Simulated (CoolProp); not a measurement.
Octamethylcyclotetrasiloxane (D4) along the isotherm 340.95 °C: Z from the reference equation and from simpler models built on Tc = 313.4 °C, pc = 1347 kPa, ω = 0.598; each cubic takes its own stable root.

Model: reference Helmholtz-energy equation of state, Thol 2015, in CoolProp.

```tsv
p (kPa)	phase	reference
1680	supercritical	0.4753
3370	supercritical	0.3918
5050	supercritical	0.5302
6740	supercritical	0.6698
8420	supercritical	0.8060
10100	supercritical	0.9396
11800	supercritical	1.072
13500	supercritical	1.203
```

Problem. How far does each simpler model (van der Waals, Redlich-Kwong) lie from the reference over these 8 states: mean and median of the absolute difference, and the worst?

Solution. 
- van der Waals: mean 30.7 %, median 32.4 %, worst +32.5 % at 340.95 °C and 6740 kPa
- Redlich-Kwong: mean 6.1 %, median 5.1 %, worst -13.5 % at 340.95 °C and 1680 kPa
